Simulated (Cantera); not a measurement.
# B₂O₃ + N₂ (boron, boron nitride and boron oxide)

Charge: 1 mol B₂O₃, 1.2 mol N₂, at 2.40 mbar.

Cantera equilibrium calculation (NASA polynomials, part measured and part estimated; ideal gas, pure solids and liquids). Candidate condensed phases: B, BN, B₂O₃; 17 gas species. Equilibrium is a limit: real reactors are often held back by kinetics, nucleation or transport.

From 823 K to 1573 K the condensed part is B₂O₃(l). From 1723 K to 2173 K nothing is condensed.

| T (K) | x N₂ | x B₂O₃ | x BO | x BO₂ | n B₂O₃(l) |
|---|---|---|---|---|---|
| 823 | 1.00 | <1e-12 | <1e-12 | <1e-12 | 1.00 |
| 973 | 1.00 | 3.69e-10 | <1e-12 | <1e-12 | 1.00 |
| 1123 | 1.00 | 2.58e-7 | 1.35e-12 | 1.26e-10 | 1.00 |
| 1273 | 1.000 | 3.62e-5 | 4.24e-9 | 5.81e-9 | 1.000 |
| 1423 | 0.998 | 0.00171 | 4.37e-7 | 6.34e-7 | 0.998 |
| 1573 | 0.963 | 0.0374 | 1.81e-5 | 2.80e-5 | 0.953 |
| 1723 | 0.545 | 0.454 | 0.000381 | 0.000618 | 0 |
| 1873 | 0.544 | 0.451 | 0.00199 | 0.00250 | 0 |
| 2023 | 0.541 | 0.442 | 0.00780 | 0.00844 | 0 |
| 2173 | 0.532 | 0.418 | 0.0246 | 0.0237 | 0 |
x: gas mole fraction; n: condensed amount in mol.
